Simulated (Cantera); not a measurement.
A Cantera script and its output.

```python
import numpy as np
import cantera as ct

gas = ct.Solution("gri30.yaml")
gas.TPX = 1248, 48000, {'CH4': 1, 'H2': 1.4, 'O2': 3.6, 'N2': 13.5}
reactor = ct.IdealGasReactor(gas, energy="on", clone=False)
net = ct.ReactorNet([reactor])
net.rtol, net.atol = 1e-08, 1e-16
show = ['CH4', 'H2', 'O2', 'CH2O', 'NO2']
times = np.geomspace(3e-06, 0.9, 10)

steps = ct.SolutionArray(gas, extra=["t"])
rows = []
print(f"{'t/s':>10s}{'T/K':>9s}{'P/Pa':>11s}" + "".join(f"{s:>11s}" for s in show))
for t in times:
    while net.time < t:
        t_next = net.step()
        steps.append(gas.state, t=t_next)
    rows.append([np.interp(t, steps.t, y) for y in (steps.T, steps.P, *steps(*show).X.T)])
    print(f"{t:10.3e}{rows[-1][0]:9.1f}{rows[-1][1]:11.4g}" + "".join(f"{x:11.3e}" for x in rows[-1][2:]))
rate = np.gradient(steps.T, steps.t)
print("integrator steps:", len(steps.t))
if steps.T.max() > steps.T[0] + 200:
    print(f"time of steepest temperature rise: {steps.t[rate.argmax()]:.4e} s")
gas.TPX = 1248, 48000, {'CH4': 1, 'H2': 1.4, 'O2': 3.6, 'N2': 13.5}
gas.equilibrate("UV")
print(f"equilibrium (UV): T = {gas.T:.1f} K  " + "  ".join(f"{s} {gas[s].X[0]:.3e}" for s in show))
```

Output:

```
       t/s      T/K       P/Pa        CH4         H2         O2       CH2O        NO2
 3.000e-06   1248.0    4.8e+04  5.128e-02  7.179e-02  1.846e-01  2.170e-12  6.066e-28
 1.218e-05   1248.0    4.8e+04  5.128e-02  7.179e-02  1.846e-01  7.396e-11  3.134e-25
 4.946e-05   1248.0    4.8e+04  5.128e-02  7.179e-02  1.846e-01  3.337e-09  1.157e-22
 2.008e-04   1248.1    4.8e+04  5.123e-02  7.176e-02  1.846e-01  1.608e-06  7.362e-18
 8.155e-04   2689.2  1.027e+05  1.282e-16  1.059e-02  5.101e-02  6.750e-11  3.492e-07
 3.311e-03   2697.9  1.028e+05  1.421e-16  1.011e-02  4.693e-02  6.651e-11  3.401e-06
 1.344e-02   2692.8  1.025e+05  1.435e-16  1.011e-02  4.516e-02  6.623e-11  4.741e-06
 5.459e-02   2692.8  1.025e+05  1.435e-16  1.011e-02  4.515e-02  6.623e-11  4.749e-06
 2.217e-01   2692.8  1.025e+05  1.435e-16  1.011e-02  4.515e-02  6.623e-11  4.749e-06
 9.000e-01   2692.8  1.025e+05  1.435e-16  1.011e-02  4.515e-02  6.623e-11  4.749e-06
integrator steps: 1720
time of steepest temperature rise: 5.2937e-04 s
equilibrium (UV): T = 2692.8 K  CH4 1.967e-16  H2 1.011e-02  O2 4.515e-02  CH2O 6.623e-11  NO2 4.749e-06
```

Cantera simulation using GRI-Mech 3.0 (53 species, 325 reactions); the numbers are that mechanism's predictions, not measurements.
